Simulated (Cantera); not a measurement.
Charge: 1 mol B2O3, 4.5 mol HCl, 2.7 mol H2, held at 977 °C and 4.90 mbar.

Method: chemical equilibrium by Gibbs-energy minimisation in Cantera with the NASA 1993 tables (ideal gas, pure condensed phases). Candidate condensed phases: B, B2O3, B3O3H3, H2O; 33 gas species. The tables' values for BOCl are old estimates; treat these amounts as uncertain. Gases not in the tables: BHCl2. The numbers say what is thermodynamically allowed, not how fast it happens.

Question: What is the equilibrium state?

Answer: 
```json
{
 "x(HCl)": "0.624",
 "x(H2)": "0.375",
 "x(HBO2)": "0.000340",
 "x(H2O)": "0.000210",
 "x(BOCl)": "0.000155",
 "x(BCl3)": "0.000143",
 "x(HBO)": "5.14e-5",
 "x(B3O3Cl3)": "4.16e-5",
 "x(B2O3)": "9.00e-6",
 "n(B2O3(l))": "0.997 mol",
 "gas_amount": "7.201 mol",
 "log10 activity of B(s) (absent)": "-4.08",
 "log10 activity of B3O3H3(s) (absent)": "-14.24"
}
```
